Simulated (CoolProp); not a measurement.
The numbers come from the reference Helmholtz-energy equation of state, Lemmon 2009 in CoolProp.

Task: Give the vapour pressure (bar), vapour density (kg/m³), liquid cp (kJ/(kg K)), surface tension (mN/m) of saturated propane at 35.55 °C.

Result: 
```
T (°C)  p (bar)  vapour density (kg/m³)  liquid cp (kJ/(kg K))  surface tension (mN/m)
------  -------  ----------------------  ---------------------  ----------------------
35.55      12.3                    27.0                   2.85                    5.78
```

Surface tension comes from a separate correlation (Mulero 2012).
